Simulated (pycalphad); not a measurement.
## Phase fractions of Si-69.19Y (wt.%)

All values are pycalphad results on the COST 507 light-alloy database (1999) (1 atm), not direct measurements. The database dates from 1999; later assessments differ in places, in temperatures and in the compounds included. Amounts are mole fractions of atoms. Diffusion is slow at the low end, where real alloys seldom reach equilibrium.

```tsv
T (K)	liquid	SIY	SI5Y3_H	SI5Y3_R
2075	1.000	-	-	-
2000	0.661	0.339	-	-
1925	0.526	0.474	-	-
1850	-	0.320	0.680	-
1775	-	0.320	0.680	-
1700	-	0.320	0.680	-
1625	-	0.320	0.680	-
1550	-	0.320	0.680	-
1475	-	0.320	0.680	-
1400	-	0.320	0.680	-
1325	-	0.320	0.680	-
1250	-	0.320	0.680	-
1175	-	0.320	0.680	-
1100	-	0.320	0.680	-
1025	-	0.320	0.680	-
950	-	0.320	0.680	-
875	-	0.320	0.680	-
800	-	0.320	0.680	-
725	-	0.320	0.680	-
650	-	0.320	-	0.680
575	-	0.320	-	0.680
500	-	0.320	-	0.680
```

Database names, with the compositions (at.%) that they take in these runs: SIY: Si 50 Y 50; SI5Y3_H: Si 62 Y 38; SI5Y3_R: Si 62 Y 38.
